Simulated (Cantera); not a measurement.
A closed system holds: 1 mol BN, 7.9 mol Cl2, 18 mol H2, a varied amount of NF3, equilibrated at 777 °C and 11.0 mbar.

Method: chemical equilibrium by Gibbs-energy minimisation in Cantera with the NASA 1993 tables (ideal gas, pure condensed phases). Candidate condensed phases: B, BN, NH4Cl; 40 gas species. Kinetics and transport are ignored.

**Question.** At 3 mol NF3, list the 5 most abundant gas species with their mole fractions, and the condensed phases.

**Answer.** HCl 0.495, H2 0.223, HF 0.188, N2 0.0627, BF3 0.0313. Condensed: gas only.
